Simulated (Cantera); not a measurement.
Thermal oxidation and active oxidation of silicon: Si + CO₂ + N₂

Input: 1 mol Si, 1.5 mol CO₂, 21 mol N₂, equilibrated at 10.0 Torr.

Cantera equilibrium calculation (NASA polynomials, part measured and part estimated; ideal gas, pure solids and liquids). Candidate condensed phases: C, Si, SiC, SiO₂, Si₂N₂O, Si₃N₄; 34 gas species. N₂ is the only nitrogen source here; it is nearly inert below about 1500 K, so the nitride shown seldom forms there in practice. Mutual solubility and eutectic melting of coexisting phases are not modelled. The tables hold silica as quartz up to 1696 K and as liquid above; real silica turns to tridymite and cristobalite and melts near 1996 K. Kinetics and transport are ignored.

From 1148 K to 1548 K the condensed part is SiO₂(β-quartz) + Si₂N₂O(s). At 1648 K the condensed part is SiO₂(β-quartz). From 1748 K to 1948 K the condensed part is SiO₂(condensed).

```tsv
T (K)	log p N₂	log p CO	log p SiO	log p CO₂	log p SiO₂	log p NO	n SiO₂(β-quartz)	n Si₂N₂O(s)	n SiO₂(condensed)
1148	-1.91	-3.05	-10.41	-7.30	<-13	<-13	0.667	0.167	0
1248	-1.91	-3.05	-8.56	-7.27	<-13	<-13	0.667	0.167	0
1348	-1.91	-3.05	-6.99	-7.24	<-13	<-13	0.667	0.167	0
1448	-1.91	-3.05	-5.65	-7.22	-12.41	-13.42	0.665	0.165	0
1548	-1.91	-3.05	-4.48	-7.20	-11.03	-12.53	0.648	0.148	0
1648	-1.91	-3.06	-3.54	-7.11	-9.82	-11.67	0.500	0	0
1748	-1.91	-3.06	-3.54	-6.20	-8.76	-10.09	0	0	0.499
1848	-1.91	-3.06	-3.53	-5.40	-7.83	-8.69	0	0	0.493
1948	-1.92	-3.07	-3.51	-4.71	-6.99	-7.46	0	0	0.466
```
log p: log10 of the partial pressure in bar; n: condensed amount in mol.
